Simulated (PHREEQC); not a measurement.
A PHREEQC speciation (ion-association model, wateq4f.dat) at 25 °C gives pH 2.70 and these molalities:

```
species     mol/kgw
----------  -------
SO4-2        0.0259
Ni+2         0.0259
NiSO4        0.0171
H+          0.00242
HSO4-       0.00238
Fe+2        5.97e-5
FeSO4       3.86e-5
Ni(SO4)2-2  2.43e-5
FeHSO4+     6.67e-7
```

Problem. What are the element totals, and what could have been dissolved in 1 kg of water to give them?

Solution. One answer among several that fit: totals Fe(2) 9.90e-5, Ni 0.0430, S(6) 0.0455 mol/kgw, from 2.4 mmol/kgw H2SO4, 0.099 mmol/kgw FeSO4 and 43 mmol/kgw NiSO4.

No solid was allowed to form.
